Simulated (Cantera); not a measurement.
Equilibrium for hydrogen reduction and annealing atmospheres: V2O3 + H2

A closed system holds: 1 mol V2O3, 400 mol H2, held at 0.0133 bar.

These are equilibrium values from Cantera (NASA tables, ideal gas, pure condensed phases), not measurements of a reactor. Candidate condensed phases: H2O, V, VO, V2O3, V2O4, V2O5; 12 gas species. Mutual solubility and eutectic melting of coexisting phases are not modelled. VO: taken at fixed stoichiometry. Condensed phases not in the tables: the oxides between V2O3 and V2O5 other than VO2. Rates play no part.

From 1175 K to 1400 K the condensed part is VO(s) + V2O3(s). From 1475 K to 2000 K the condensed part is VO(s). From 2075 K to 2150 K the condensed part is VO(l).

| T (K) | x H2 | x H | x H2O | x VO | x VO2 | x V | x OH | x O | n VO(s) | n V2O3(s) | n VO(l) |
|---|---|---|---|---|---|---|---|---|---|---|---|
| 1175 | 1.000 | 1.06e-6 | 0.000360 | <1e-12 | <1e-12 | <1e-12 | 2.67e-12 | <1e-12 | 0.288 | 0.856 | 0 |
| 1250 | 0.999 | 4.19e-6 | 0.000685 | <1e-12 | 5.81e-12 | <1e-12 | 2.96e-11 | <1e-12 | 0.548 | 0.726 | 0 |
| 1325 | 0.999 | 1.42e-5 | 0.00121 | 1.39e-11 | 1.06e-10 | <1e-12 | 2.50e-10 | <1e-12 | 0.968 | 0.516 | 0 |
| 1400 | 0.998 | 4.21e-5 | 0.00201 | 1.88e-10 | 1.40e-9 | <1e-12 | 1.68e-9 | <1e-12 | 1.61 | 0.197 | 0 |
| 1475 | 0.997 | 0.000112 | 0.00250 | 1.93e-9 | 1.12e-8 | 1.36e-11 | 7.37e-9 | <1e-12 | 2.00 | 0 | 0 |
| 1550 | 0.997 | 0.000272 | 0.00250 | 1.57e-8 | 5.94e-8 | 1.96e-10 | 2.30e-8 | 5.32e-12 | 2.00 | 0 | 0 |
| 1625 | 0.997 | 0.000610 | 0.00250 | 1.05e-7 | 2.68e-7 | 2.19e-9 | 6.44e-8 | 3.24e-11 | 2.00 | 0 | 0 |
| 1700 | 0.996 | 0.00127 | 0.00250 | 5.84e-7 | 1.05e-6 | 1.97e-8 | 1.65e-7 | 1.69e-10 | 2.00 | 0 | 0 |
| 1775 | 0.995 | 0.00250 | 0.00249 | 2.79e-6 | 3.66e-6 | 1.46e-7 | 3.90e-7 | 7.65e-10 | 2.00 | 0 | 0 |
| 1850 | 0.993 | 0.00465 | 0.00248 | 1.17e-5 | 1.14e-5 | 9.15e-7 | 8.59e-7 | 3.07e-9 | 1.99 | 0 | 0 |
| 1925 | 0.989 | 0.00823 | 0.00246 | 4.35e-5 | 3.22e-5 | 4.96e-6 | 1.77e-6 | 1.10e-8 | 1.97 | 0 | 0 |
| 2000 | 0.983 | 0.0140 | 0.00242 | 0.000146 | 8.31e-5 | 2.37e-5 | 3.43e-6 | 3.56e-8 | 1.90 | 0 | 0 |
| 2075 | 0.974 | 0.0228 | 0.00237 | 0.000436 | 0.000195 | 9.89e-5 | 6.31e-6 | 1.06e-7 | 0 | 0 | 1.70 |
| 2150 | 0.960 | 0.0358 | 0.00237 | 0.00110 | 0.000402 | 0.000330 | 1.14e-5 | 2.99e-7 | 0 | 0 | 1.25 |
x: gas mole fraction; n: condensed amount in mol.
